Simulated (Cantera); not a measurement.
A Cantera script and what it prints.

```python
import numpy as np
import cantera as ct

gas_names = [...]  # 113 gases of nasa_gas.yaml made of C, F, H, Si
cond_names = """
    C(gr) C6H6(L) C7H8(L) C8H18(L),n-octa Si(cr) Si(L) SiC(b)
""".split()


# ... load() reads the species with a 1 bar reference pressure and builds the phases ...
atoms = {
    'CH2F2': {'C': 1, 'H': 2, 'F': 2},
    'Si': {'Si': 1},
    'H2': {'H': 2},
}
top_T = {'C(gr)': 4500, 'SiC(b)': 3050}  # K; cautious upper limits of use, not melting points


# ... equilibrate(T, P, feed) seeds the gas with the atoms and calls Mixture.equilibrate('TP', solver="vcs", rtol=1e-11, max_steps=5000) ...
results = []
feed = {'CH2F2': 1, 'Si': 0.054, 'H2': 14}  # mol
T = 3198  # K
P = 10000  # Pa
mix = equilibrate(T, P, feed)
results.append((T, P, feed, dict(zip(mix.species_names, mix.species_moles))))
print(gas.report(threshold=0.001))
for i in range(1, mix.n_phases):
    print(f"{mix.phase(i).name:16s} {mix.phase_moles(i):12.5e} mol")
```

Output:

```
       temperature   3198 K
          pressure   10000 Pa
           density   0.0013936 kg/m^3
  mean mol. weight   3.7056 kg/kmol
   phase of matter   gas

                          1 kg             1 kmol
                     ---------------   ---------------
          enthalpy        4.8697e+07        1.8045e+08  J
   internal energy        4.1522e+07        1.5386e+08  J
           entropy             58899        2.1825e+05  J/K
    Gibbs function       -1.3966e+08       -5.1753e+08  J
 heat capacity c_p            7902.2             29282  J/K
 heat capacity c_v            5658.4             20968  J/K

                      mass frac. Y      mole frac. X     chem. pot. / RT
                     ---------------   ---------------   ---------------
                 C         0.0051812         0.0015985           -4.4758
               C2H          0.024787         0.0036696           -21.155
    C2H2,acetylene          0.077927           0.01109           -33.359
                C3          0.034299         0.0035273           -13.427
                 F         0.0058416         0.0011394           -29.016
                 H            0.1438           0.52863           -12.204
                HF           0.48024          0.088949           -41.219
                H2           0.19464           0.35776           -24.407
                Si          0.011597         0.0015301           -15.837
     [ +104 minor]          0.021686         0.0021048

C(gr)             0.00000e+00 mol
Si(L)             0.00000e+00 mol
```

Equilibrium computed with Cantera from the NASA thermochemical tables; the gas is ideal and each condensed phase is pure. The tables' values for SiF, SiF2 are old estimates; treat these amounts as uncertain.
